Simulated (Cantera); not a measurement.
# Premixed flame

A freely propagating, adiabatic, planar premixed flame of CH4 : H2 : O2 : N2 = 1 : 0.034 : 1.68 : 6.32 (molar parts), equivalence ratio 1.2, unburnt at 450 K and 0.310 bar; multicomponent transport, grid criteria slope 0.08 and curve 0.16, no radiation.

Model: GRI-Mech 3.0 (53 species, 325 reactions), integrated in Cantera. Burning velocities carry a grid error of a few per cent, more on coarse grids.

```json
[
 {"z (mm)": "-3.08", "T (K)": "450", "u (m/s)": "0.940", "x CH4": "0.111", "x H2": "0.00469", "x O2": "0.186", "x CH3": "<1e-8", "x HO2": "3.22e-8", "x C2H6": "<1e-8"},
 {"z (mm)": "-2.05", "T (K)": "451", "u (m/s)": "0.944", "x CH4": "0.110", "x H2": "0.00712", "x O2": "0.185", "x CH3": "1.55e-7", "x HO2": "8.04e-7", "x C2H6": "2.67e-7"},
 {"z (mm)": "-1.54", "T (K)": "457", "u (m/s)": "0.960", "x CH4": "0.110", "x H2": "0.0107", "x O2": "0.184", "x CH3": "9.66e-7", "x HO2": "5.30e-6", "x C2H6": "2.72e-6"},
 {"z (mm)": "-1.03", "T (K)": "522", "u (m/s)": "1.11", "x CH4": "0.105", "x H2": "0.0188", "x O2": "0.179", "x CH3": "1.44e-5", "x HO2": "4.91e-5", "x C2H6": "7.69e-5"},
 {"z (mm)": "-0.513", "T (K)": "972", "u (m/s)": "2.10", "x CH4": "0.0749", "x H2": "0.0330", "x O2": "0.144", "x CH3": "0.000656", "x HO2": "7.08e-5", "x C2H6": "0.00126"},
 {"z (mm)": "-0.257", "T (K)": "1393", "u (m/s)": "3.06", "x CH4": "0.0407", "x H2": "0.0400", "x O2": "0.100", "x CH3": "0.00336", "x HO2": "0.000119", "x C2H6": "0.00123"},
 {"z (mm)": "0", "T (K)": "1766", "u (m/s)": "3.92", "x CH4": "0.0106", "x H2": "0.0416", "x O2": "0.0517", "x CH3": "0.00359", "x HO2": "7.26e-5", "x C2H6": "0.000125"},
 {"z (mm)": "0.257", "T (K)": "1931", "u (m/s)": "4.30", "x CH4": "0.00109", "x H2": "0.0363", "x O2": "0.0226", "x CH3": "0.000733", "x HO2": "9.83e-6", "x C2H6": "1.18e-6"},
 {"z (mm)": "0.513", "T (K)": "1970", "u (m/s)": "4.37", "x CH4": "6.16e-5", "x H2": "0.0322", "x O2": "0.0117", "x CH3": "5.36e-5", "x HO2": "1.67e-6", "x C2H6": "<1e-8"},
 {"z (mm)": "1.03", "T (K)": "1991", "u (m/s)": "4.40", "x CH4": "1.66e-7", "x H2": "0.0314", "x O2": "0.00678", "x CH3": "1.70e-7", "x HO2": "8.87e-7", "x C2H6": "<1e-8"},
 {"z (mm)": "2.05", "T (K)": "2014", "u (m/s)": "4.44", "x CH4": "<1e-8", "x H2": "0.0319", "x O2": "0.00553", "x CH3": "<1e-8", "x HO2": "7.35e-7", "x C2H6": "<1e-8"},
 {"z (mm)": "4.10", "T (K)": "2044", "u (m/s)": "4.49", "x CH4": "<1e-8", "x H2": "0.0315", "x O2": "0.00470", "x CH3": "<1e-8", "x HO2": "6.24e-7", "x C2H6": "<1e-8"},
 {"z (mm)": "8.21", "T (K)": "2086", "u (m/s)": "4.57", "x CH4": "<1e-8", "x H2": "0.0306", "x O2": "0.00365", "x CH3": "<1e-8", "x HO2": "4.86e-7", "x C2H6": "<1e-8"}
]
```
x: mole fraction of selected species; z is measured from the peak of heat release.

| Item | Value |
|---|---|
| laminar burning velocity | 93.9 cm/s |
| thermal thickness | 1.03 mm |
| peak x(CH3) | 0.00435 |
| peak x(HO2) | 0.000123 |
| peak x(C2H6) | 0.00155 |
| grid points | 144 |
